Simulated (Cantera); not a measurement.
Feed: 1 mol Pb, 1.9 mol CO, 0.36 mol H2, equilibrated at 1330 Pa.

Method: chemical equilibrium by Gibbs-energy minimisation in Cantera with the NASA 1993 tables (ideal gas, pure condensed phases). Candidate condensed phases: C, C6H6, C7H8, C8H18, H2O, Pb, PbO, PbO2, Pb3O4; 113 gas species. Kinetics and transport are ignored.

### Question
What share of the Pb ends up in condensed phases as a function of T (K), at 1098, 1148, 1198, 1248, 1298, 1348, 1398, 1448, 1498, 1548, 1598?

### Answer
```
T (K)  Pb condensed (%)     as
-----  ----------------  -----
1098               98.0  Pb(l)
1148               95.1  Pb(l)
1198               88.9  Pb(l)
1248               75.6  Pb(l)
1298               46.4  Pb(l)
1348                0.0      -
1398                0.0      -
1448                0.0      -
1498                0.0      -
1548                0.0      -
1598                0.0      -
```
